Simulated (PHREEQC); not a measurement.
Leach liquor: speciation

Solution (25 °C): 0.13 mol HCl and 0.013 mol MnSO4 per kg of water. It is in equilibrium with CO2 at log p = 0 (atm). Otherwise closed; pH follows from the charge balance.

All values are PHREEQC results (ion-association model, phreeqc.dat), not measurements.

```json
{
  "pH": "1.01",
  "ionic_strength": "0.156 mol/kgw",
  "specific_conductance": "43000 µS/cm",
  "density": "1.001 g/cm³",
  "total_alkalinity": "-130 meq/kg"
}
```

| species | molality | activity | log γ |
|---|---|---|---|
| Cl- | 0.128 | 0.0940 | -0.134 |
| H+ | 0.120 | 0.0969 | -0.093 |
| CO2 | 0.0326 | 0.0338 | 0.016 |
| Mn+2 | 0.0106 | 0.00371 | -0.453 |
| HSO4- | 0.00998 | 0.00756 | -0.121 |
| SO4-2 | 0.00251 | 0.000803 | -0.495 |
| MnCl+ | 0.00188 | 0.00142 | -0.122 |
| MnSO4 | 0.000512 | 0.000530 | 0.016 |
| MnCl2 | 5.62e-5 | 5.83e-5 | 0.016 |
| (CO2)2 | 2.03e-5 | 2.10e-5 | 0.016 |

No solid was allowed to form.
